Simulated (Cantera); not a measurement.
Stirred combustor or abatement burner

A perfectly stirred reactor is fed with 4.91 % CH4, 20.0 % O2, 75.1 % N2, equivalence ratio 0.49, at 37000 Pa; it is adiabatic with a 673 K inlet, and is followed from long to short residence time, starting on the burning branch (τ in s: 0.48, 0.18, 0.069, 0.026, 0.0098, 0.0037, 0.0014, 0.00053, 0.0002, 7.7e-05).

Detailed kinetics in Cantera: GRI-Mech 3.0 (53 species, 325 reactions).

```csv
τ (s),T (K),x CH4,x O2,x CH3,x CO,x H
0.48,1760,4.78e-6,0.102,9.89e-7,0.000220,1.71e-5
0.18,1755,8.91e-6,0.102,1.73e-6,0.000412,4.21e-5
0.069,1746,1.62e-5,0.102,2.89e-6,0.000764,0.000104
0.026,1732,2.98e-5,0.102,4.81e-6,0.00141,0.000254
0.0098,1709,5.62e-5,0.102,8.08e-6,0.00256,0.000592
0.0037,1672,0.000112,0.102,1.41e-5,0.00453,0.00126
0.0014,1618,0.000249,0.104,2.70e-5,0.00798,0.00229
0.00053,1540,0.000702,0.108,6.38e-5,0.0146,0.00317
0.00020,673,0.0491,0.200,<1e-12,<1e-12,<1e-12
7.7e-5,673,0.0491,0.200,<1e-12,<1e-12,<1e-12
```
x: mole fraction; the columns are a selection and need not sum to one.
